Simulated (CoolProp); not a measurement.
Vapour-liquid equilibrium of hydrogen sulfide (1) + n-butane (2) at 0.25 MPa; x and y are mole fractions of (1).

The numbers come from the multi-fluid Helmholtz-energy mixture model, Lemmon 2006 and Bücker 2006; pair parameters Kunz 2012 in CoolProp.

| x | bubble temperature (K) | y at the bubble point | dew temperature at overall composition x (K) | liquid density (mol/L) |
|---|---|---|---|---|
| 0.05 | 280.9 | 0.459 | 297.4 | 10.41 |
| 0.2 | 253.0 | 0.841 | 292.0 | 11.89 |
| 0.35 | 243.4 | 0.909 | 285.9 | 13.44 |
| 0.5 | 239.3 | 0.933 | 278.8 | 15.38 |
| 0.65 | 237.1 | 0.947 | 269.9 | 17.89 |
| 0.8 | 235.3 | 0.961 | 257.5 | 21.16 |
| 0.95 | 233.3 | 0.985 | 236.6 | 25.27 |

No azeotrope shows between x = 0.05 and 0.95.

The pair parameters rest on a limited set of measurements; away from them the model extrapolates. With so large a gap from Raoult's law the liquid may split in two, which this calculation doesn't test in full.
